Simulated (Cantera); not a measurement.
An isothermal, constant-pressure homogeneous reactor starts with 9.76 % C2H6, 90.2 % N2, at 1650 K and 0.00380 bar.

Cantera simulation using GRI-Mech 3.0 (53 species, 325 reactions); the numbers are that mechanism's predictions, not measurements. GRI-Mech 3.0 stops at C3 and has no aromatics, soot or wall deposition, so with more carbon than oxygen in the feed, carbon stays in small species such as C2H2 where larger ones or solid carbon would form. Radical loss at walls, strong at low pressure, is not modelled.

Task: Predict: x(C2H6) at 10.0 s; x(H2) at 10.0 s; x(CH3) at 10.0 s; x(H) at 10.0 s; x(C2H4) at 10.0 s; x(CH2) at 10.0 s; x(C2H) at 10.0 s.

Result: 
- x(C2H6) at 10.0 s: 5.58e-8 (gas-phase equilibrium 3.10e-12)
- x(H2) at 10.0 s: 0.160 (gas-phase equilibrium 0.163)
- x(CH3) at 10.0 s: 0.000104 (gas-phase equilibrium 6.97e-7)
- x(H) at 10.0 s: 0.000381 (gas-phase equilibrium 0.000599)
- x(C2H4) at 10.0 s: 8.41e-6 (gas-phase equilibrium 1.64e-6)
- x(CH2) at 10.0 s: 2.35e-7 (gas-phase equilibrium 2.52e-9)
- x(C2H) at 10.0 s: 8.38e-7 (gas-phase equilibrium 5.88e-7)
